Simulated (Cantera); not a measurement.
**Adiabatic ignition**

An adiabatic, constant-volume homogeneous reactor starts with 0.848 % CH₄, 0.127 % C₂H₆, 1.02 % C₃H₈, 8.99 % O₂, 89.0 % N₂, equivalence ratio 0.80, at 1500 K and 0.420 bar.

Model: GRI-Mech 3.0 (53 species, 325 reactions), integrated in Cantera. GRI-Mech 3.0 was tuned for natural gas; its chemistry of propane as a main component is partial and can be far from experiment.

| t (s) | T (K) | P (bar) | x CH₄ | x C₂H₆ | x C₃H₈ | x HCO | x H₂O₂ | x CO₂ |
|---|---|---|---|---|---|---|---|---|
| 1.00e-6 | 1500 | 0.420 | 0.00848 | 0.00127 | 0.0102 | <1e-12 | 2.13e-10 | 7.57e-12 |
| 2.51e-6 | 1499 | 0.420 | 0.00848 | 0.00127 | 0.0101 | 6.54e-11 | 2.96e-9 | 5.61e-10 |
| 6.31e-6 | 1499 | 0.420 | 0.00847 | 0.00127 | 0.0100 | 1.81e-9 | 3.67e-8 | 2.94e-8 |
| 1.58e-5 | 1496 | 0.419 | 0.00845 | 0.00125 | 0.00977 | 2.07e-8 | 3.37e-7 | 7.07e-7 |
| 3.98e-5 | 1492 | 0.418 | 0.00837 | 0.00124 | 0.00893 | 2.24e-7 | 9.96e-7 | 9.81e-6 |
| 0.000100 | 1493 | 0.420 | 0.00814 | 0.00146 | 0.00640 | 1.84e-6 | 1.33e-6 | 8.22e-5 |
| 0.000251 | 1943 | 0.567 | 7.72e-5 | 3.21e-9 | <1e-12 | 9.26e-6 | 8.49e-8 | 0.00517 |
| 0.000631 | 2101 | 0.609 | <1e-12 | <1e-12 | <1e-12 | 1.26e-8 | 5.43e-8 | 0.0242 |
| 0.00158 | 2251 | 0.646 | <1e-12 | <1e-12 | <1e-12 | 3.93e-9 | 3.49e-8 | 0.0286 |
| 0.00398 | 2354 | 0.671 | <1e-12 | <1e-12 | <1e-12 | 9.38e-10 | 3.18e-8 | 0.0332 |
| 0.0100 | 2382 | 0.678 | <1e-12 | <1e-12 | <1e-12 | 5.11e-10 | 3.43e-8 | 0.0348 |
| 0.0251 | 2380 | 0.678 | <1e-12 | <1e-12 | <1e-12 | 4.95e-10 | 3.37e-8 | 0.0349 |
| 0.0631 | 2376 | 0.676 | <1e-12 | <1e-12 | <1e-12 | 4.88e-10 | 3.26e-8 | 0.0349 |
| 0.158 | 2373 | 0.676 | <1e-12 | <1e-12 | <1e-12 | 4.84e-10 | 3.19e-8 | 0.0349 |
| 0.398 | 2373 | 0.676 | <1e-12 | <1e-12 | <1e-12 | 4.83e-10 | 3.18e-8 | 0.0349 |
| 1.00 | 2373 | 0.676 | <1e-12 | <1e-12 | <1e-12 | 4.83e-10 | 3.18e-8 | 0.0349 |
x: mole fraction; the columns are a selection and need not sum to one.

```
Item                                                               Value
---------------------------------  -------------------------------------
time of steepest temperature rise                               0.242 ms
temperature at 1.00 s                                             2373 K
equilibrium temperature                                           2373 K
x(CH₄) at 1.00 s                   <1e-12 (gas-phase equilibrium <1e-12)
x(C₂H₆) at 1.00 s                  <1e-12 (gas-phase equilibrium <1e-12)
x(C₃H₈) at 1.00 s                  <1e-12 (gas-phase equilibrium <1e-12)
```
